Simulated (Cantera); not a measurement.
Nb + H2O (tantalum, niobium, vanadium and zirconium in process gases)

Input: 1 mol Nb, 0.23 mol H2O, at 2102 °C.

Cantera equilibrium calculation (NASA polynomials, part measured and part estimated; ideal gas, pure solids and liquids). Candidate condensed phases: H2O, Nb, NbO, NbO2, Nb2O5; 12 gas species. Mutual solubility and eutectic melting of coexisting phases are not modelled. NbO: taken at fixed stoichiometry. Condensed phases not in the tables: N, O or C dissolved in the metal. The numbers say what is thermodynamically allowed, not how fast it happens.

```tsv
P (Pa)	log p H2	log p H	log p NbO	log p NbO2	log p Nb	n Nb(s)	n NbO(l)
0.100	-8.65	-6.18	-6.50	-8.04	-8.25	0.773	0
2.50	-5.87	-4.79	-5.30	-5.65	-8.25	0.825	0
63	-3.55	-3.63	-4.53	-4.10	-8.25	0.816	0.121
1600	-1.85	-2.78	-4.53	-4.10	-8.25	0.772	0.226
40000	-0.41	-2.06	-4.53	-4.10	-8.25	0.771	0.229
1000000	1.00	-1.35	-4.53	-4.10	-8.25	0.771	0.229
```
log p: log10 of the partial pressure in bar; n: condensed amount in mol.

From 1.00e-6 bar to 2.50e-5 bar the condensed part is Nb(s). From 0.000630 bar to 10.0 bar the condensed part is Nb(s) + NbO(l). The main Nb-bearing gas is NbO at 1.00e-6 bar and NbO2 at 10.0 bar.
